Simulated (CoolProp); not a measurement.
Vapour-liquid equilibrium of propylene (1) + propane (2) at 0.469 MPa; x and y are mole fractions of (1).

Values from CoolProp's multi-fluid Helmholtz-energy mixture model, Lemmon 2013 and Lemmon 2009; pair parameters Bell 2016.

Q: Give the bubble temperature and the first vapour's composition at x = 0.05, 0.5, 0.8. Is there an azeotrope?

A: x = 0.05: 272.2 K, y = 0.064; x = 0.5: 268.5 K, y = 0.546; x = 0.8: 266.8 K, y = 0.821. No azeotrope shows between x = 0.05 and 0.95.

Pair parameters are fitted to limited data, so mixtures are less certain than the pure fluids.
